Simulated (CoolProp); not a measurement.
A single-stage vapour-compression cycle with R22: evaporating at 295.15 K (dew point), condensing at 332.15 K (bubble point), superheat 2 K, subcooling 2 K, compressor efficiency 0.75, no pressure losses. Each further row changes one setting.

Computed with CoolProp (reference Helmholtz-energy equation of state, Kamei 1995).

```tsv
case	cooling COP	pressure ratio	discharge temperature (K)	refrigerating effect (kJ/kg)	volumetric capacity (kJ/m³)
as stated	4.72	2.47	356.2	141	5660
evaporating temperature 300.15 K	5.67	2.16	352.8	[?]	6560
condensing temperature 327.15 K	5.67	2.21	348.6	148	5950
subcooling 7 K	[?]	2.47	356.2	148	5950
superheat 12 K	[?]	2.47	366.7	[?]	5650
compressor efficiency 0.65	[?]	2.47	360.9	141	5660
```

Q: Fill in the missing entries.

A: 
- evaporating temperature 300.15 K, refrigerating effect (kJ/kg): 142
- subcooling 7 K, cooling COP: 4.97
- superheat 12 K, cooling COP: 4.70
- superheat 12 K, refrigerating effect (kJ/kg): 149
- compressor efficiency 0.65, cooling COP: 4.09
